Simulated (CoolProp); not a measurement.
Vapour-liquid equilibrium of propylene (1) + R115 (2) at 296.9 K; x and y are mole fractions of (1).

Computed with CoolProp (multi-fluid Helmholtz-energy mixture model, Lemmon 2013 and Lemmon 2016; pair parameters Bell 2016).

```
x     bubble pressure (bar)  y at the bubble point  dew pressure at overall composition x (bar)  liquid density (mol/L)
----  ---------------------  ---------------------  -------------------------------------------  ----------------------
0.05                  9.223                  0.087                                        9.015                   8.466
0.2                   10.48                  0.293                                        9.894                   8.791
0.35                  11.39                  0.442                                        10.83                   9.171
0.5                   11.97                  0.559                                        11.71                   9.631
0.65                  12.23                  0.664                                        12.22                   10.20
0.8                   12.15                  0.775                                        12.09                   10.90
0.95                  11.57                  0.928                                        11.46                   11.76
```

y crosses x between x = 0.65 and 0.8: the model has an azeotrope there.

The pair parameters rest on a limited set of measurements; away from them the model extrapolates.
